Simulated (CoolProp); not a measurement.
Properties of C3F8 (R218) along the isotherm 319.3 K (Tc = 345.0 K, pc = 2.640 MPa, ω = 0.317).

Model: reference Helmholtz-energy equation of state, Lemmon 2006, in CoolProp. It is a short technical equation, of lower accuracy than the large ones.

```
p (MPa)   phase  density (kg/m³)  cp (kJ/(kg K))  expansivity (1/kK)  Prandtl number  fugacity coefficient
-------  ------  ---------------  --------------  ------------------  --------------  --------------------
1.02        gas            90.74          0.9526               7.018           0.864                0.8337
2.03     liquid             1199           1.300               7.063            3.90                0.5682
3.05     liquid             1229           1.239               5.767            3.89                0.4014
4.06     liquid             1252           1.202               5.004            3.91                0.3194
5.08     liquid             1273           1.176               4.479            3.94                0.2703
6.09     liquid             1290           1.157               4.097            3.97                0.2384
7.11     liquid             1305           1.142               3.796            4.01                0.2159
8.12     liquid             1319           1.130               3.557            4.05                0.1996
9.14     liquid             1332           1.120               3.357            4.09                0.1873
10.2     liquid             1344           1.111               3.182            4.13                0.1775
11.2     liquid             1354           1.104               3.040            4.17                0.1704
12.2     liquid             1364           1.097               2.916            4.20                0.1648
13.2     liquid             1374           1.092               2.806            4.24                0.1604
```

Viscosity comes from a separate model (Huber 2003), an estimate that may be off by 10 % or more. Thermal conductivity comes from a separate model (Huber 2003), an estimate that may be off by 10 % or more.
